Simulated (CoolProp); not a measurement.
Model: reference Helmholtz-energy equation of state, Akasaka 2023, in CoolProp.

Task: For R1224YDZ, give the phase and the density (kg/m³), cv (kJ/(kg K)), Joule-Thomson coefficient (K/MPa), isothermal compressibility (1/MPa) at 349.3 K and 647 kPa; 363.2 K and 647 kPa.

Result: 
- 349.3 K and 647 kPa: gas; density 39.5, cv 0.855, Joule-Thomson coefficient 23.2, isothermal compressibility 1.91
- 363.2 K and 647 kPa: gas; density 36.8, cv 0.859, Joule-Thomson coefficient 19.1, isothermal compressibility 1.83
